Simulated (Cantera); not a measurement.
Charge: 1 mol SiO2, 1.7 mol MgO, 3.3 mol O2, equilibrated at 12.0 Pa.

These are equilibrium values from Cantera (NASA tables, ideal gas, pure condensed phases), not measurements of a reactor. Candidate condensed phases: Mg, MgO, MgSiO3, Mg2SiO4, Si, SiO2; 11 gas species. Mutual solubility and eutectic melting of coexisting phases are not modelled. The tables hold silica as quartz up to 1696 K and as liquid above; real silica turns to tridymite and cristobalite and melts near 1996 K. Condensed phases not in the tables: alloys, solid solutions and most ternary compounds. Kinetics and transport are ignored.

Q: What share of the Si ends up in condensed phases as a function of T (°C), at 1550, 1575, 1600, 1625, 1650, 1675, 1700, 1725, 1750, 1775, 1800, 1825, 1850, 1875?

A: 
```csv
T (°C),Si condensed (%),as
1550,99.9,MgSiO3(s) + Mg2SiO4(s)
1575,99.8,Mg2SiO4(s) + SiO2(condensed)
1600,99.7,MgSiO3(l) + Mg2SiO4(s)
1625,99.5,MgSiO3(l) + Mg2SiO4(s)
1650,99.2,MgSiO3(l) + Mg2SiO4(s)
1675,98.7,MgSiO3(l) + Mg2SiO4(s)
1700,97.9,MgSiO3(l) + Mg2SiO4(s)
1725,96.6,MgSiO3(l) + Mg2SiO4(s)
1750,94.4,MgSiO3(l) + Mg2SiO4(s)
1775,90.7,MgSiO3(l) + Mg2SiO4(s)
1800,84.7,MgSiO3(l) + Mg2SiO4(s)
1825,83.1,Mg2SiO4(s)
1850,80.7,Mg2SiO4(s)
1875,75.7,Mg2SiO4(s)
```
